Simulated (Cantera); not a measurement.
What does this Cantera script print?

```python
import numpy as np
import cantera as ct

gas_names = """
    Br Br2 H HBr H2 N NH NH2 NH3 N2 N2H2 N2H4 Si SiBr SiBr2 SiBr3 SiBr4 SiH SiHBr3 SiH2 SiH2Br2 SiH3
    SiH3Br SiH4 SiN Si2 Si2N Si3
""".split()
cond_names = """
    Br2(cr) Br2(L) Si(cr) Si(L) Si3N4(a)
""".split()


# ... load() reads the species with a 1 bar reference pressure and builds the phases ...
atoms = {
    'Si': {'Si': 1},
    'HBr': {'H': 1, 'Br': 1},
    'N2': {'N': 2},
}
top_T = {'Si3N4(a)': 2400}  # K; cautious upper limits of use, not melting points


# ... equilibrate(T, P, feed) seeds the gas with the atoms and calls Mixture.equilibrate('TP', solver="vcs", rtol=1e-11, max_steps=5000) ...
results = []
T = 1125  # K
P = 13000  # Pa
for m in [2.4, 2.9, 3.5, 4.2, 5.1, 6.1, 7.3, 8.8, 11, 13, 15, 18, 22]:
    feed = {'Si': 1, 'HBr': m, 'N2': 10}  # mol
    mix = equilibrate(T, P, feed)
    results.append((T, P, feed, dict(zip(mix.species_names, mix.species_moles))))

top = {s: max(r[3][s] / sum(r[3][g] for g in gas_names) for r in results) for s in gas_names}
cols = sorted((s for s in top if top[s] > 0.0001), key=lambda s: -top[s])[:5]
seen = [c for c in cond_names if any(r[3].get(c, 0) > 1e-12 for r in results)]
print("log10 of partial pressures in bar; condensed amounts in mol")
print(f"{'n(HBr)':>10s}" + "".join(f"{s[:9]:>10s}" for s in cols + seen))
for T, P, feed, n in results:
    ng = sum(n[g] for g in gas_names)
    print(f"{feed['HBr']:10.4g}" + "".join(f"{np.log10(max(n[s] / ng * P / 1e5, 1e-99)):10.3f}" for s in cols)
          + "".join(f"{n.get(c, 0):10.4g}" for c in seen))
```

Output:

```
log10 of partial pressures in bar; condensed amounts in mol
    n(HBr)        N2       HBr        H2     SiBr4        Br  Si3N4(a)
       2.4    -0.979    -1.693    -2.494    -2.797    -4.977    0.2852
       2.9    -0.996    -1.634    -2.412    -2.715    -4.959    0.2728
       3.5    -1.015    -1.579    -2.333    -2.636    -4.943    0.2574
       4.2    -1.036    -1.528    -2.261    -2.564    -4.928    0.2388
       5.1    -1.061    -1.477    -2.188    -2.491    -4.914    0.2141
       6.1    -1.087    -1.434    -2.124    -2.427    -4.903    0.1859
       7.3    -1.116    -1.394    -2.064    -2.367    -4.892    0.1511
       8.8    -1.148    -1.355    -2.006    -2.308    -4.883    0.1064
        11    -1.191    -1.315    -1.942    -2.245    -4.874   0.03915
        13    -1.229    -1.274    -1.928    -2.231    -4.841         0
        15    -1.266    -1.225    -1.966    -2.268    -4.773         0
        18    -1.317    -1.171    -2.016    -2.319    -4.694         0
        22    -1.377    -1.122    -2.076    -2.379    -4.615         0
```

Method: chemical equilibrium by Gibbs-energy minimisation in Cantera with the NASA 1993 tables (ideal gas, pure condensed phases). N2 is the only nitrogen source here; it is nearly inert below about 1500 K, so the nitride shown seldom forms there in practice. The tables' values for SiBr3 are old estimates; treat these amounts as uncertain.
